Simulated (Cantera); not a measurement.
Charge: 1 mol Si, 0.53 mol Br₂, 4.5 mol H₂, held at 1573.15 K and 1330 Pa.

Cantera equilibrium calculation (NASA polynomials, part measured and part estimated; ideal gas, pure solids and liquids). Candidate condensed phases: Br₂, Si; 19 gas species. The tables' values for SiBr₃, SiBr are old estimates; treat these amounts as uncertain. Equilibrium is a limit: real reactors are often held back by kinetics, nucleation or transport.

Base state: H₂ 0.834, HBr 0.118, SiBr₂ 0.0438, Br 0.00352, H 0.000322, SiBr₃ 0.000240, SiBr 9.55e-5, SiBr₄ 1.96e-5 (mole fractions); condensed: Si(s).

Question: What changes in the equilibrium state with this change: H₂ from 4.5 to 1.3 mol?

Answer: 
| species | before | after |
|---|---|---|
| H₂ | 0.834 | 0.606 |
| HBr | 0.118 | 0.204 |
| SiBr₂ | 0.0438 | 0.179 |
| SiBr₄ | 1.96e-5 | 0.000328 |
| SiBr₃ | 0.000240 | 0.00199 |
| Si(s), mol | 0.777 | 0.666 |
